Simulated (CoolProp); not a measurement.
A Linde-Hampson liquefier for carbon monoxide: isothermal reversible compression at 280 K from 1 atm to 15 MPa, throttling to 1 atm, return gas leaving the recuperator 0 K below the feed. Each further row changes one setting.

Computed with CoolProp (reference Helmholtz-energy equation of state, Lemmon 2006). It is a short technical equation, of lower accuracy than the large ones.

```csv
case,liquid yield per pass,compression work (kJ/kg of gas)
as stated,0.086,412
high pressure 30 MPa,___,472
warm-end temperature 310 K,___,___
warm-end gap 5 K,0.075,412
```

Fill in the missing entries.


- high pressure 30 MPa, liquid yield per pass: 0.124
- warm-end temperature 310 K, liquid yield per pass: 0.063
- warm-end temperature 310 K, compression work (kJ/kg of gas): 459
